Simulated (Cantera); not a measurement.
An adiabatic, constant-pressure homogeneous reactor starts with 5.85 % CH₄, 19.8 % O₂, 74.3 % N₂, equivalence ratio 0.59, at 1675 K and 27.6 atm.

Model: GRI-Mech 3.0 (53 species, 325 reactions), integrated in Cantera. The pressure lies above the range GRI-Mech 3.0 was tuned for (to about 10 atm).

One state of this run: T (K) = 2726; x CH₄ = <1e-12; x O₂ = 0.0709; x HCN = 8.68e-11; x HCO = 5.28e-9; x NO = 0.0185; x CH₂ = <1e-12; x CH₂O = 6.09e-11. x: mole fraction; the columns are a selection and need not sum to one.

Problem. Which value of t (s) does it belong to?
A) 0.00200
B) 0.000200
C) 2.00e-6
D) 2.00e-5

Solution. A, 0.00200
